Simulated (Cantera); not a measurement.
A Cantera script and what it prints.

```python
import numpy as np
import cantera as ct

gas_names = """
    AL ALH ALO ALOH ALO2 ALO2H AL2 AL2O AL2O2 H HALO HO2 H2 H2O H2O2 O OH O2 O3
""".split()
cond_names = """
    AL(cr) AL(L) AL2O3(a) AL2O3(L) H2O(s) H2O(L)
""".split()


def load(file, names, dense=False):
    # The tables refer to 1 bar. Condensed volumes are neglected.
    table = {s.name: s for s in ct.Species.list_from_file(file)}
    out = []
    for n in names:
        d = dict(table[n].input_data)
        d["thermo"] = dict(d["thermo"], **{"reference-pressure": 1e5})
        if dense:
            d["equation-of-state"] = {"model": "constant-volume", "density": "1e6 g/cm^3"}
        out.append(ct.Species.from_dict(d))
    return out


gas = ct.Solution(thermo="ideal-gas", species=load("nasa_gas.yaml", gas_names))
cond = {s.name: ct.Solution(thermo="fixed-stoichiometry", species=[s], name=s.name)
        for s in load("nasa_condensed.yaml", cond_names, dense=True)}
atoms = {
    'Al2O3': {'AL': 2, 'O': 3},
    'H2O': {'H': 2, 'O': 1},
}
top_T = {}  # K; cautious upper limits of use, not melting points


def equilibrate(T, P, feed):
    n = {}
    for name, mol in feed.items():
        for a, k in atoms[name].items():
            n[a] = n.get(a, 0.0) + k * mol
    gas.TPX = T, P, n
    mass = sum(n.values()) * gas.mean_molecular_weight
    gas.equilibrate("TP")
    valid = [c for c in cond.values() if c.min_temp <= T <= top_T.get(c.name, c.max_temp)]
    mix = ct.Mixture([(gas, mass / gas.mean_molecular_weight)] + [(c, 0.0) for c in valid])
    mix.T, mix.P = T, P
    mix.equilibrate("TP", solver="vcs", rtol=1e-11, max_steps=5000)
    return mix


results = []
feed = {'Al2O3': 1, 'H2O': 1.4}  # mol
T = 1500  # K
P = 180000  # Pa
mix = equilibrate(T, P, feed)
results.append((T, P, feed, dict(zip(mix.species_names, mix.species_moles))))
print(gas.report(threshold=1e-05))
for i in range(1, mix.n_phases):
    print(f"{mix.phase(i).name:16s} {mix.phase_moles(i):12.5e} mol")
```

Output:

```
       temperature   1500 K
          pressure   1.8e+05 Pa
           density   0.25998 kg/m^3
  mean mol. weight   18.013 kg/kmol
   phase of matter   gas

                          1 kg             1 kmol
                     ---------------   ---------------
          enthalpy       -1.0743e+07       -1.9352e+08  J
   internal energy       -1.1436e+07       -2.0599e+08  J
           entropy             13646        2.4581e+05  J/K
    Gibbs function       -3.1212e+07       -5.6223e+08  J
 heat capacity c_p            2627.5             47330  J/K
 heat capacity c_v            2165.9             39016  J/K

                      mass frac. Y      mole frac. X     chem. pot. / RT
                     ---------------   ---------------   ---------------
                H2        1.8289e-05        0.00016341           -26.734
               H2O           0.99982           0.99973           -45.085
                OH        2.7663e-05          2.93e-05           -31.718
                O2        0.00013218        7.4409e-05           -36.701
     [  +15 minor]        4.0687e-08        1.9815e-07

AL(L)             0.00000e+00 mol
AL2O3(a)          1.00000e+00 mol
```

Equilibrium computed with Cantera from the NASA thermochemical tables; the gas is ideal and each condensed phase is pure. Gases not in the tables: Al(OH)3.
